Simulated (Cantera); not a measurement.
A closed system holds: 1 mol SiCl4, 0.081 mol C3H8, 11 mol H2, at 1800 K and 31000 Pa.

Equilibrium computed with Cantera from the NASA thermochemical tables; the gas is ideal and each condensed phase is pure. The tables' values for SiCl3, SiCl are old estimates; treat these amounts as uncertain. The numbers say what is thermodynamically allowed, not how fast it happens.

```csv
species,before,after
H2,0.760,0.859
HCl,0.183,0.0770
SiCl4,0.000298,0.0554
SiCl2,0.0531,5.20e-5
Cl,0.000103,1.10e-9
H,0.000560,1.35e-8
SiCl,4.04e-5,<1e-9
CH4,8.50e-6,0.00192
SiHCl3,0.000310,0.00642
SiCl3,0.00313,0.000399
"SiC(s), mol",0.243,0.219
```
Gas species are given as mole fractions.

Task: Which change was made?
A) C3H8 from 0.081 to 0.14 mol
B) temperature from 1800 K to 2198 K
C) temperature from 1800 K to 1050 K
D) temperature from 1800 K to 2073.15 K

Result: C, temperature from 1800 K to 1050 K. The tables' values for SiCl3 are old estimates; treat these amounts as uncertain
